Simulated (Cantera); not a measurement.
An adiabatic, constant-volume homogeneous reactor starts with H2 : O2 : N2 = 1 : 0.758 : 8.33 (molar parts), at 1700 K and 0.520 bar.

Model: GRI-Mech 3.0 (53 species, 325 reactions), integrated in Cantera.

Predict: time of steepest temperature rise; temperature at 8.00 s; equilibrium temperature; x(H2) at 8.00 s; x(O2) at 8.00 s; x(NO) at 8.00 s; x(H) at 8.00 s; x(OH) at 8.00 s.


```json
{
  "time_of_steepest_temperature_rise": "30.7 µs",
  "temperature at 8.00 s": "2441 K",
  "equilibrium_temperature": "2441 K",
  "x(H2) at 8.00 s": "0.00339 (gas-phase equilibrium 0.00339)",
  "x(O2) at 8.00 s": "0.0224 (gas-phase equilibrium 0.0224)",
  "x(NO) at 8.00 s": "0.00709 (gas-phase equilibrium 0.00709)",
  "x(H) at 8.00 s": "0.00134 (gas-phase equilibrium 0.00134)",
  "x(OH) at 8.00 s": "0.00732 (gas-phase equilibrium 0.00732)"
}
```
